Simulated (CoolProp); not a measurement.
Vapour-liquid equilibrium of ethylbenzene (1) + p-xylene (2) at 1.38 bar; x and y are mole fractions of (1).

Values from CoolProp's multi-fluid Helmholtz-energy mixture model, Zhou 2012 and Zhou 2012; pair parameters Bell 2016.

Question: Give the bubble temperature and the first vapour's composition at x = 0.2, 0.35, 0.65. Is there an azeotrope?

Answer: x = 0.2: 149.6 °C, y = 0.210; x = 0.35: 149.3 °C, y = 0.362; x = 0.65: 148.7 °C, y = 0.660. No azeotrope shows between x = 0.05 and 0.95.

Pair parameters are fitted to limited data, so mixtures are less certain than the pure fluids.
